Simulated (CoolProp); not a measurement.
A Linde-Hampson liquefier for nitrogen: isothermal reversible compression at 290 K from 1 atm to 30 MPa, throttling to 1 atm, return gas leaving the recuperator 0 K below the feed. Each further row changes one setting.

The numbers come from the reference Helmholtz-energy equation of state, Span 2000 in CoolProp.

| case | liquid yield per pass | compression work (kJ/kg of gas) |
|---|---|---|
| as stated | 0.098 | 493 |
| high pressure 60 MPa | 0.090 | 570 |
| warm-end temperature 320 K | 0.072 | 547 |
| warm-end gap 5 K | 0.087 | 493 |
